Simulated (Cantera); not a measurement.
Charge: 1 mol Si, 0.51 mol F2, 4.5 mol N2, 16 mol HCl, at 1348.15 K and 1.33 mbar.

Equilibrium computed with Cantera from the NASA thermochemical tables; the gas is ideal and each condensed phase is pure. Candidate condensed phases: NH4Cl, Si, Si3N4; 49 gas species. The tables' values for SiCl3, SiF3, SiF2 are old estimates; treat these amounts as uncertain. Rates play no part.

Base state: HCl 0.663, N2 0.222, H2 0.0614, SiCl4 0.0226, SiF4 0.0111, SiCl2 0.00854, SiCl3 0.00620, HF 0.00342 (mole fractions); condensed: gas only.

Q: What changes in the equilibrium state with this change: temperature from 1348.15 K to 900 K?

A: 
```
species   before    after
-------  -------  -------
HCl        0.663    0.650
N2         0.222    0.225
H2        0.0614   0.0744
SiCl4     0.0226   0.0373
SiF4      0.0111   0.0127
SiCl2    0.00854  3.27e-8
SiF2     3.82e-5    <1e-9
```
